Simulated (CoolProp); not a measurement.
n-perfluorohexane along the isobar 2.48 MPa: Z from the reference equation and from simpler models built on Tc = 174.9 °C, pc = 1.742 MPa, ω = 0.497; each cubic takes its own stable root.

Model: reference Helmholtz-energy equation of state, Gao 2022, in CoolProp.

```tsv
T (°C)	phase	reference
98.45	liquid	0.1861
106.35	liquid	0.1859
114.15	liquid	0.1862
121.95	liquid	0.1868
129.85	liquid	0.1880
137.65	liquid	0.1897
145.45	liquid	0.1923
153.35	liquid	0.1960
161.15	liquid	0.2012
169.05	liquid	0.2091
176.85	supercritical	0.2216
```

### Question
How far does each simpler model (van der Waals, Redlich-Kwong, Soave-Redlich-Kwong, Peng-Robinson) lie from the reference over these 11 states: mean and median of the absolute difference, and the worst?

### Answer
- van der Waals: mean 65.8 %, median 67.8 %, worst +71.4 % at 98.45 °C and 2.48 MPa
- Redlich-Kwong: mean 27.3 %, median 27.7 %, worst +29.2 % at 161.15 °C and 2.48 MPa
- Soave-Redlich-Kwong: mean 21.3 %, median 20.3 %, worst +28.8 % at 176.85 °C and 2.48 MPa
- Peng-Robinson: mean 7.9 %, median 6.8 %, worst +16.5 % at 176.85 °C and 2.48 MPa
